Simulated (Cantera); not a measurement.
A perfectly stirred reactor is fed with C2H6 : H2 = 0.11 : 10 (molar parts), at 143 Torr; it is held at 1750 K, and followed from long to short residence time.

Cantera simulation using GRI-Mech 3.0 (53 species, 325 reactions); the numbers are that mechanism's predictions, not measurements. GRI-Mech 3.0 stops at C3 and has no aromatics, soot or wall deposition, so with more carbon than oxygen in the feed, carbon stays in small species such as C2H2 where larger ones or solid carbon would form.

### Question
Predict: x(C2H6) at τ = 0.380 s; x(H2) at τ = 0.380 s; x(H) at τ = 0.380 s; x(CH2) at τ = 0.380 s; x(C2H2) at τ = 0.380 s; x(C2H6) at τ = 10.0 ms; x(H2) at τ = 10.0 ms; x(H) at τ = 10.0 ms; x(CH2) at τ = 10.0 ms; x(C2H2) at τ = 10.0 ms.

### Answer
```
Item                       Value
----------------------  --------
x(C2H6) at τ = 0.380 s   1.54e-6
x(H2) at τ = 0.380 s       0.985
x(H) at τ = 0.380 s     0.000574
x(CH2) at τ = 0.380 s    5.20e-8
x(C2H2) at τ = 0.380 s   0.00704
x(C2H6) at τ = 10.0 ms   3.47e-5
x(H2) at τ = 10.0 ms       0.983
x(H) at τ = 10.0 ms      0.00102
x(CH2) at τ = 10.0 ms    2.37e-7
x(C2H2) at τ = 10.0 ms   0.00517
```
